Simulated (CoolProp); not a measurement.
Vapour-liquid equilibrium of cyclohexane (1) + dimethyl carbonate (2) at 471.4 K; x and y are mole fractions of (1).

The numbers come from the multi-fluid Helmholtz-energy mixture model, Zhou 2014 and Zhou 2011; pair parameters Bell 2016 in CoolProp.

Give the bubble pressure and the first vapour's composition at x = 0.05, 0.275, 0.575. Is there an azeotrope?

x = 0.05: 1.387 MPa, y = 0.092; x = 0.275: 1.606 MPa, y = 0.347; x = 0.575: 1.666 MPa, y = 0.553. y crosses x between x = 0.5 and 0.575: the model has an azeotrope there.

The pair parameters rest on a limited set of measurements; away from them the model extrapolates.
